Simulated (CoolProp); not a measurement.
Saturated liquid density (kg/m³) of R123: the reference equation beside estimates from Tc = 183.7 °C, pc = 36.62 bar, ω = 0.282. Rackett uses Z = 0.29056 − 0.08775 ω.

Model: reference Helmholtz-energy equation of state, Younglove 1994, in CoolProp. It is a modified Benedict-Webb-Rubin equation, recast in Helmholtz form.

| T (°C) | reference | Rackett | van der Waals | Redlich-Kwong | Soave-Redlich-Kwong | Peng-Robinson |
|---|---|---|---|---|---|---|
| 21.05 | 1474 | 1487 | 880.6 | 1289 | 1340 | 1514 |
| 23.25 | 1468 | 1482 | 877.4 | 1283 | 1334 | 1508 |
| 25.35 | 1463 | 1476 | 874.3 | 1278 | 1329 | 1503 |
| 27.55 | 1457 | 1470 | 871.0 | 1272 | 1324 | 1497 |
| 29.65 | 1452 | 1465 | 867.9 | 1267 | 1319 | 1492 |
| 31.85 | 1446 | 1459 | 864.6 | 1261 | 1314 | 1486 |
| 33.95 | 1441 | 1453 | 861.4 | 1255 | 1308 | 1480 |
| 36.05 | 1435 | 1448 | 858.2 | 1249 | 1303 | 1474 |
| 38.25 | 1429 | 1442 | 854.8 | 1243 | 1298 | 1468 |
| 40.35 | 1424 | 1436 | 851.5 | 1238 | 1292 | 1462 |
| 42.55 | 1418 | 1430 | 848.0 | 1232 | 1286 | 1456 |
| 44.65 | 1412 | 1424 | 844.7 | 1226 | 1281 | 1450 |
| 46.75 | 1407 | 1419 | 841.3 | 1220 | 1275 | 1444 |
| 48.95 | 1401 | 1412 | 837.8 | 1213 | 1269 | 1437 |
| 51.05 | 1395 | 1406 | 834.4 | 1207 | 1263 | 1431 |

Absolute difference from the reference over all 15 rows, mean and median: Rackett 0.9 and 0.9 %, van der Waals 40.2 and 40.2 %, Redlich-Kwong 13.0 and 13.0 %, Soave-Redlich-Kwong 9.2 and 9.2 %, Peng-Robinson 2.7 and 2.7 %.
